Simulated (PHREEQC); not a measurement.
Polishing slurry liquid: an equilibrium model

Dissolve 1 mmol/kgw K2CO3, 10 mmol/kgw Fe(NO3)3 and 3.6 mmol/kgw CuSO4 at 20 °C. Closed to the air; pH follows from the charge balance.

Equilibrium calculation in PHREEQC: ion-association model, phreeqc.dat.

Each row changes one thing in this solution. This is a speciation only: nothing precipitates in the calculation.

```tsv
case	pH	ionic strength (mol/kgw)	Cu+2 (mol/kgw)	FeSO4+ (mol/kgw)	Fe+3 (mol/kgw)	FeOH+2 (mol/kgw)	SI of Jarosite-K (KFe3(SO4)2(OH)6)	SI of Goethite (FeOOH)
as made	2.58	0.0534	0.00348	0.00252	0.00250	0.00233	+4.90	+5.32
temperature from 20 to 5 °C	2.68	0.0555	0.00349	0.00252	0.00331	0.00152	+4.74	+5.19
temperature from 20 to 10 °C	2.65	0.0548	0.00349	0.00253	0.00304	0.00178	[?]	+5.23
temperature from 20 to 55 °C	[?]	0.0496	[?]	0.00217	0.00108	0.00427	[?]	+5.52
CuSO4 from 0.0036 to 0.00324 mol/kgw	2.56	0.0534	0.00315	0.00231	0.00263	0.00236	+4.76	+5.29
diluted 10-fold with water	3.16	0.00508	0.000351	0.000109	[?]	0.000559	+3.84	+6.07
```

Question: Fill in the missing entries.

Answer: 
- temperature from 20 to 10 °C, SI of Jarosite-K (KFe3(SO4)2(OH)6): +4.80
- temperature from 20 to 55 °C, pH: 2.39
- temperature from 20 to 55 °C, Cu+2 (mol/kgw): 0.00346
- temperature from 20 to 55 °C, SI of Jarosite-K (KFe3(SO4)2(OH)6): +5.11
- diluted 10-fold with water, Fe+3 (mol/kgw): 0.000112

Some of these states are supersaturated (in Jarosite-K, Hematite (slow to form), Fe(OH)3(a), for instance). Constants without temperature data keep their 25 °C values here.
